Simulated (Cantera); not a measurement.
Cantera run, input and output.

```python
import numpy as np
import cantera as ct

gas = ct.Solution("gri30.yaml")


def delay(T, t_max=10):
    gas.TPX = T, 1000000, {'CH4': 2.8, 'O2': 2.3, 'N2': 8.64}
    reactor = ct.IdealGasReactor(gas, clone=False)
    net = ct.ReactorNet([reactor])
    net.rtol, net.atol = 1e-8, 1e-16
    while net.time < t_max:
        t_old, T_old = net.time, reactor.T
        net.step()
        if reactor.T > T + 400:  # ignition: a rise of 400 K
            return t_old + (T + 400 - T_old) / (reactor.T - T_old) * (net.time - t_old)
    return np.nan


taus = []
for T in [1050, 1150, 1250, 1350, 1450, 1550, 1650]:
    taus.append(delay(T))
    print(f"T0 = {T:6g} K   tau = {taus[-1]:.4e} s")
```

It prints:

```
T0 =   1050 K   tau = 5.6340e-02 s
T0 =   1150 K   tau = 1.3835e-02 s
T0 =   1250 K   tau = 3.9328e-03 s
T0 =   1350 K   tau = 1.2490e-03 s
T0 =   1450 K   tau = 4.3168e-04 s
T0 =   1550 K   tau = 1.5941e-04 s
T0 =   1650 K   tau = 6.2908e-05 s
```

Cantera simulation using GRI-Mech 3.0 (53 species, 325 reactions); the numbers are that mechanism's predictions, not measurements.
